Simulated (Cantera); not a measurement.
Mixture: CH4 : CO : O2 : N2 = 1 : 0.04 : 3.16 : 11.9 (molar parts), at 1.00 bar, adiabatic and at constant pressure. Ignition delay is the time to a rise of 400 K.

Computed with Cantera and GRI-Mech 3.0 (53 species, 325 reactions).

**Question.** Predict: delay at 1175 K; delay at 1275 K; delay at 1375 K; delay at 1475 K; apparent activation energy between 1425 and 1525 K.

**Answer.** 
| Property | Value |
|---|---|
| delay at 1175 K | 53.1 ms |
| delay at 1275 K | 13.0 ms |
| delay at 1375 K | 3.75 ms |
| delay at 1475 K | 1.28 ms |
| apparent activation energy between 1425 and 1525 K | 180 kJ/mol |
